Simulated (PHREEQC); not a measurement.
Dissolve 0.059 mmol/kgw NaOH, 0.81 mmol/kgw NaAlO2 and 2.6 mmol/kgw K2CO3 at 65 °C. Closed to the air; pH follows from the charge balance.

Computed with PHREEQC (ion-association model, phreeqc.dat).

Question: The ionic strength comes out as 0.00722 mol/kgw. What activity coefficients do K+, HCO3-, OH-, Al(OH)4-, CO3-2 get?

Answer: K+ 0.91, HCO3- 0.91, OH- 0.91, Al(OH)4- 0.91, CO3-2 0.69.

Precipitation was switched off in this run. At this temperature some constants are extrapolated from 25 °C, and those without enthalpy data are left unchanged.
